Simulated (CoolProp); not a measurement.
Vapour-liquid equilibrium of carbon dioxide (1) + isopentane (2) at 239.9 K; x and y are mole fractions of (1).

Model: multi-fluid Helmholtz-energy mixture model, Span 1996 and Lemmon 2006; pair parameters Kunz 2012, in CoolProp.

Q: Give the bubble pressure and the first vapour's composition at x = 0.275, 0.425, 0.8. Is there an azeotrope?

A: x = 0.275: 0.5635 MPa, y = 0.989; x = 0.425: 0.7476 MPa, y = 0.992; x = 0.8: 1.038 MPa, y = 0.996. No azeotrope shows between x = 0.05 and 0.95.

Pair parameters are fitted to limited data, so mixtures are less certain than the pure fluids. The gap from Raoult's law changes sign with composition, which may be real or a fault of the pair parameters; it wasn't checked against measurements. With so large a gap from Raoult's law the liquid may split in two, which this calculation doesn't test in full.
